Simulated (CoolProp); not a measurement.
Vapour-liquid equilibrium of benzene (1) + o-xylene (2) at 58.8 kPa; x and y are mole fractions of (1).

Computed with CoolProp (multi-fluid Helmholtz-energy mixture model, Thol 2012 and Zhou 2012; pair parameters Bell 2016).

```csv
x,"bubble temperature, mixture model (K)","bubble temperature, Raoult's law (K)","y, mixture model","y, Raoult's law"
0.05,392.0,390.7,0.206,0.240
0.2,374.3,374.1,0.626,0.628
0.35,360.8,362.6,0.816,0.799
0.5,351.7,354.2,0.900,0.888
0.65,345.7,347.6,0.942,0.940
0.8,341.4,342.3,0.969,0.972
0.95,337.7,337.9,0.992,0.994
```

The largest gap from Raoult's law is -2.5 K in bubble temperature, at x = 0.5. No azeotrope shows between x = 0.05 and 0.95.

The pair parameters rest on a limited set of measurements; away from them the model extrapolates. The gap from Raoult's law changes sign with composition, which may be real or a fault of the pair parameters; it wasn't checked against measurements.
